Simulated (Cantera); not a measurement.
Feed: 1 mol C₃H₈, 0.082 mol NH₃, 3.1 mol N₂, held at 2625 °C and 0.350 bar.

Equilibrium computed with Cantera from the NASA thermochemical tables; the gas is ideal and each condensed phase is pure. Candidate condensed phases: C, C₆H₆, C₇H₈, C₈H₁₈; 92 gas species. The numbers say what is thermodynamically allowed, not how fast it happens.

Base state: H₂ 0.412, N₂ 0.366, H 0.124, HCN 0.0647, C₂H₂ (acetylene) 0.0189, HNC 0.0112, CN 0.00182, C₂H 0.000838 (mole fractions); condensed: C(graphite).

Task: What changes in the equilibrium state with this change: temperature from 2625 °C to 2275 °C?

Result: 
```tsv
species	before	after
H₂	0.412	0.511
N₂	0.366	0.404
H	0.124	0.0374
C₂H₂ (acetylene)	0.0189	0.00674
HNC	0.0112	0.00447
HCN	0.0647	0.0362
C₂	2.88e-5	2.75e-7
C₃	0.000289	2.95e-6
C	5.31e-5	9.08e-7
CH	1.08e-5	4.16e-7
C₂H	0.000838	3.91e-5
C(graphite), mol	2.07	2.60
```
